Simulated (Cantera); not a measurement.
**Adiabatic ignition**

An adiabatic, constant-pressure homogeneous reactor starts with CH3OH : O2 : N2 = 1 : 1.85 : 6.96 (molar parts), at 1250 K and 2900000 Pa.

Cantera simulation using GRI-Mech 3.0 (53 species, 325 reactions); the numbers are that mechanism's predictions, not measurements. GRI-Mech 3.0 was tuned for natural gas; its chemistry of methanol as a main component is partial and can be far from experiment. The pressure lies above the range GRI-Mech 3.0 was tuned for (to about 10 atm).

```csv
t (s),T (K),x CH3OH,x O2,x HCN,x CO2,x NO,x N2O,x C2H2
1.00e-6,1250,0.102,0.189,<1e-12,1.14e-8,<1e-12,<1e-12,<1e-12
2.51e-6,1250,0.102,0.189,<1e-12,2.86e-8,<1e-12,<1e-12,<1e-12
6.31e-6,1250,0.102,0.189,<1e-12,7.18e-8,<1e-12,1.92e-12,<1e-12
1.58e-5,1250,0.102,0.189,<1e-12,1.80e-7,<1e-12,1.24e-11,<1e-12
3.98e-5,1250,0.102,0.189,<1e-12,4.54e-7,<1e-12,7.80e-11,<1e-12
0.000100,1250,0.102,0.189,<1e-12,1.15e-6,<1e-12,4.80e-10,<1e-12
0.000251,1253,0.101,0.188,<1e-12,3.89e-6,<1e-12,4.12e-9,<1e-12
0.000631,2701,<1e-12,0.0336,2.40e-10,0.0873,0.00577,2.97e-6,<1e-12
0.00158,2693,<1e-12,0.0313,3.30e-10,0.0874,0.0107,3.06e-6,<1e-12
0.00398,2692,<1e-12,0.0311,3.37e-10,0.0874,0.0111,3.07e-6,<1e-12
0.0100,2692,<1e-12,0.0311,3.37e-10,0.0874,0.0111,3.07e-6,<1e-12
0.0251,2692,<1e-12,0.0311,3.37e-10,0.0874,0.0111,3.07e-6,<1e-12
0.0631,2692,<1e-12,0.0311,3.37e-10,0.0874,0.0111,3.07e-6,<1e-12
0.158,2692,<1e-12,0.0311,3.37e-10,0.0874,0.0111,3.07e-6,<1e-12
0.398,2692,<1e-12,0.0311,3.37e-10,0.0874,0.0111,3.07e-6,<1e-12
1.00,2692,<1e-12,0.0311,3.37e-10,0.0874,0.0111,3.07e-6,<1e-12
```
x: mole fraction; the columns are a selection and need not sum to one.

The time of steepest temperature rise is 0.338 ms and the temperature at 1.00 s comes out as 2692 K. The equilibrium temperature comes out as 2692 K and the x(CH3OH) at 1.00 s comes out as <1e-12 (gas-phase equilibrium <1e-12). The x(O2) at 1.00 s is 0.0311 (gas-phase equilibrium 0.0311) and the x(HCN) at 1.00 s comes out as 3.37e-10 (gas-phase equilibrium 3.37e-10).
